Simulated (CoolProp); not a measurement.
A simple Rankine cycle with n-perfluoropentane: condensing at 331.15 K, boiler at 0.737 MPa, turbine inlet 373.2 K, turbine efficiency 0.75, pump efficiency 0.6, no recuperator. Each further row changes one setting.

Model: reference Helmholtz-energy equation of state, Gao 2022, in CoolProp.

```json
[
 {"case": "as stated", "thermal efficiency (%)": "5.7", "net work (kJ/kg)": "6.47", "heat in (kJ/kg)": "113", "turbine exit temperature (K)": "358.5", "volume ratio over the turbine": "3.27"},
 {"case": "turbine inlet 393.2 K", "thermal efficiency (%)": "5.4", "net work (kJ/kg)": "7.13", "heat in (kJ/kg)": "133", "turbine exit temperature (K)": "379.6", "volume ratio over the turbine": "3.12"},
 {"case": "condensing temperature 323.15 K", "thermal efficiency (%)": "6.7", "net work (kJ/kg)": "8.14", "heat in (kJ/kg)": "121", "turbine exit temperature (K)": "355.9", "volume ratio over the turbine": "4.21"},
 {"case": "boiler pressure 0.516 MPa", "thermal efficiency (%)": "3.9", "net work (kJ/kg)": "4.56", "heat in (kJ/kg)": "116", "turbine exit temperature (K)": "364.6", "volume ratio over the turbine": "2.10"},
 {"case": "turbine efficiency 0.65", "thermal efficiency (%)": "4.9", "net work (kJ/kg)": "5.53", "heat in (kJ/kg)": "113", "turbine exit temperature (K)": "359.5", "volume ratio over the turbine": "3.28"}
]
```
